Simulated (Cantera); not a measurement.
Charge: 1 mol PbO, 2.3 mol H2, 20 mol N2, equilibrated at 0.100 bar.

These are equilibrium values from Cantera (NASA tables, ideal gas, pure condensed phases), not measurements of a reactor. Candidate condensed phases: H2O, Pb, PbO, PbO2, Pb3O4; 27 gas species. The numbers say what is thermodynamically allowed, not how fast it happens.

Question: At 1225 K, list the 4 most abundant gas species with their mole fractions, and the condensed phases.

Answer: N2 0.888, H2 0.0578, H2O 0.0444, Pb 0.00935. Condensed: Pb(l).
